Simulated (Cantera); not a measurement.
A closed system holds: 1 mol Si, a varied amount of F2, 0.82 mol N2, at 402 °C and 0.263 Torr.

Cantera equilibrium calculation (NASA polynomials, part measured and part estimated; ideal gas, pure solids and liquids). Candidate condensed phases: Si, Si3N4; 16 gas species. N2 is the only nitrogen source here; it is nearly inert below about 1500 K, so the nitride shown seldom forms there in practice. Rates play no part.

### Question
Which condensed phases are stable at each of these points (n(F2) (mol)): 0.74, 1.3, 1.9, 2.4, 3, 3.6, 4.1?

### Answer
```
n(F2) (mol)  condensed phases  Si condensed (%)
-----------  ----------------  ----------------
0.74                 Si3N4(s)              63.0
1.3                  Si3N4(s)              35.0
1.9                  Si3N4(s)               5.0
2.4                  gas only               0.0
3                    gas only               0.0
3.6                  gas only               0.0
4.1                  gas only               0.0
```

From 0.74 mol F2 to 1.9 mol F2 the condensed part is Si3N4(s). From 2.4 mol F2 to 4.1 mol F2 nothing is condensed.
